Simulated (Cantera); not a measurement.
Charge: 1 mol TiCl4, 1.1 mol CH4, 1.1 mol H2.

Points: T (K) = 1123, 1223, 1323, 1423, 1523, 1623, 1723, 1823, 1923, 2023, 2123; P (Pa) = 10, 32, 100, 320, 1000, 3200, 10000, 32000, 100000.

Cantera's Mixture.equilibrate('TP', solver="vcs", rtol=1e-11, max_steps=5000) on the NASA tables stopped like this:

```
ERROR: FAILURE its = 5001!

*******************************************************************************
CanteraError thrown by MultiPhase::equilibrate:
VCS solver failed. Return code: -1
*******************************************************************************
```

Task: What got this run through?

Result: This is not unique; one that fits is The failure is numerical, not chemical. The same input converged with solver="gibbs", rtol=1e-10, max_steps=50000, and the result passed a check of the equilibrium conditions:
```
   1123         10  C(gr) + TiC(s)
   1223         10  C(gr) + TiC(s)
   1323         10  C(gr) + TiC(s)
   1423         10  C(gr) + TiC(s)
   1523         10  C(gr) + TiC(s)
   1623         10  C(gr) + TiC(s)
   1723         10  C(gr) + TiC(s)
   1823         10  C(gr) + TiC(s)
   1923         10  C(gr) + TiC(s)
   2023         10  C(gr) + TiC(s)
   2123         10  C(gr) + TiC(s)
   1123         32  C(gr) + TiC(s)
   1223         32  C(gr) + TiC(s)
   1323         32  C(gr) + TiC(s)
   1423         32  C(gr) + TiC(s)
   1523         32  C(gr) + TiC(s)
   1623         32  C(gr) + TiC(s)
   1723         32  C(gr) + TiC(s)
   1823         32  C(gr) + TiC(s)
   1923         32  C(gr) + TiC(s)
   2023         32  C(gr) + TiC(s)
   2123         32  C(gr) + TiC(s)
   1123        100  C(gr) + TiC(s)
   1223        100  C(gr) + TiC(s)
   1323        100  C(gr) + TiC(s)
   1423        100  C(gr) + TiC(s)
   1523        100  C(gr) + TiC(s)
   1623        100  C(gr) + TiC(s)
   1723        100  C(gr) + TiC(s)
   1823        100  C(gr) + TiC(s)
   1923        100  C(gr) + TiC(s)
   2023        100  C(gr) + TiC(s)
   2123        100  C(gr) + TiC(s)
   1123        320  C(gr) + TiC(s)
   1223        320  C(gr) + TiC(s)
   1323        320  C(gr) + TiC(s)
   1423        320  C(gr) + TiC(s)
   1523        320  C(gr) + TiC(s)
   1623        320  C(gr) + TiC(s)
   1723        320  C(gr) + TiC(s)
   1823        320  C(gr) + TiC(s)
   1923        320  C(gr) + TiC(s)
   2023        320  C(gr) + TiC(s)
   2123        320  C(gr) + TiC(s)
   1123       1000  C(gr) + TiC(s)
   1223       1000  C(gr) + TiC(s)
   1323       1000  C(gr) + TiC(s)
   1423       1000  C(gr) + TiC(s)
   1523       1000  C(gr) + TiC(s)
   1623       1000  C(gr) + TiC(s)
   1723       1000  C(gr) + TiC(s)
   1823       1000  C(gr) + TiC(s)
   1923       1000  C(gr) + TiC(s)
   2023       1000  C(gr) + TiC(s)
   2123       1000  C(gr) + TiC(s)
   1123       3200  C(gr) + TiC(s)
   1223       3200  C(gr) + TiC(s)
   1323       3200  C(gr) + TiC(s)
   1423       3200  C(gr) + TiC(s)
   1523       3200  C(gr) + TiC(s)
   1623       3200  C(gr) + TiC(s)
   1723       3200  C(gr) + TiC(s)
   1823       3200  C(gr) + TiC(s)
   1923       3200  C(gr) + TiC(s)
   2023       3200  C(gr) + TiC(s)
   2123       3200  C(gr) + TiC(s)
   1123      1e+04  C(gr) + TiC(s)
   1223      1e+04  C(gr) + TiC(s)
   1323      1e+04  C(gr) + TiC(s)
   1423      1e+04  C(gr) + TiC(s)
   1523      1e+04  C(gr) + TiC(s)
   1623      1e+04  C(gr) + TiC(s)
   1723      1e+04  C(gr) + TiC(s)
   1823      1e+04  C(gr) + TiC(s)
   1923      1e+04  C(gr) + TiC(s)
   2023      1e+04  C(gr) + TiC(s)
   2123      1e+04  C(gr) + TiC(s)
   1123    3.2e+04  C(gr) + TiC(s)
   1223    3.2e+04  C(gr) + TiC(s)
   1323    3.2e+04  C(gr) + TiC(s)
   1423    3.2e+04  C(gr) + TiC(s)
   1523    3.2e+04  C(gr) + TiC(s)
   1623    3.2e+04  C(gr) + TiC(s)
   1723    3.2e+04  C(gr) + TiC(s)
   1823    3.2e+04  C(gr) + TiC(s)
   1923    3.2e+04  C(gr) + TiC(s)
   2023    3.2e+04  C(gr) + TiC(s)
   2123    3.2e+04  C(gr) + TiC(s)
   1123      1e+05  C(gr) + TiC(s)
   1223      1e+05  C(gr) + TiC(s)
   1323      1e+05  C(gr) + TiC(s)
   1423      1e+05  C(gr) + TiC(s)
   1523      1e+05  C(gr) + TiC(s)
   1623      1e+05  C(gr) + TiC(s)
   1723      1e+05  C(gr) + TiC(s)
   1823      1e+05  C(gr) + TiC(s)
   1923      1e+05  C(gr) + TiC(s)
   2023      1e+05  C(gr) + TiC(s)
   2123      1e+05  C(gr) + TiC(s)
```

The gas is ideal and each condensed phase is pure. The tables' values for TiCl2 are old estimates. TiC: taken at fixed stoichiometry.
